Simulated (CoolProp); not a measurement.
Vapour-liquid equilibrium of n-butane (1) + benzene (2) at 2.22 bar; x and y are mole fractions of (1).

Values from CoolProp's multi-fluid Helmholtz-energy mixture model, Bücker 2006 and Thol 2012; pair parameters Bell 2016.

### Question
Give the bubble temperature and the first vapour's composition at x = 0.05, 0.8, 0.95. Is there an azeotrope?

### Answer
x = 0.05: 367.4 K, y = 0.327; x = 0.8: 301.1 K, y = 0.979; x = 0.95: 296.7 K, y = 0.994. No azeotrope shows between x = 0.05 and 0.95.

The pair parameters rest on a limited set of measurements; away from them the model extrapolates.
